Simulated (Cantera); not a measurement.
A Cantera script and what it prints.

```python
import numpy as np
import cantera as ct

gas_names = [...]  # 100 gases of nasa_gas.yaml made of C, H, N, S
cond_names = """
    C(gr) C6H6(L) C7H8(L) C8H18(L),n-octa S(cr1) S(cr2) S(L)
""".split()


# ... load() reads the species with a 1 bar reference pressure and builds the phases ...
atoms = {
    'CS2': {'C': 1, 'S': 2},
    'H2': {'H': 2},
    'N2': {'N': 2},
}
top_T = {'C(gr)': 4500}  # K; cautious upper limits of use, not melting points


# ... equilibrate(T, P, feed) seeds the gas with the atoms and calls Mixture.equilibrate('TP', solver="vcs", rtol=1e-11, max_steps=5000) ...
results = []
feed = {'CS2': 1, 'H2': 0.17, 'N2': 7.1}  # mol
T = 2898  # K
P = 10000  # Pa
mix = equilibrate(T, P, feed)
results.append((T, P, feed, dict(zip(mix.species_names, mix.species_moles))))
x = sorted(zip(gas.X, gas.species_names), reverse=True)
print(f"T = {T:g} K  P = {P:g} Pa  gas = {mix.phase_moles(0):.4g} mol")
print("   x: " + "  ".join(f"{s} {v:.3e}" for v, s in x if v > 0.001))
print("   condensed (mol): " + ("  ".join(f"{mix.phase(i).name} {mix.phase_moles(i):.4g}"
      for i in range(1, mix.n_phases) if mix.phase_moles(i) > 1e-12) or "none"))
```

Result:

```
T = 2898 K  P = 10000 Pa  gas = 9.204 mol
   x: N2 7.709e-01  CS 1.050e-01  S 7.318e-02  H 2.460e-02  S2 1.552e-02  H2 4.642e-03  CS2 2.787e-03  SH 2.383e-03
   condensed (mol): none
```

Equilibrium computed with Cantera from the NASA thermochemical tables; the gas is ideal and each condensed phase is pure.
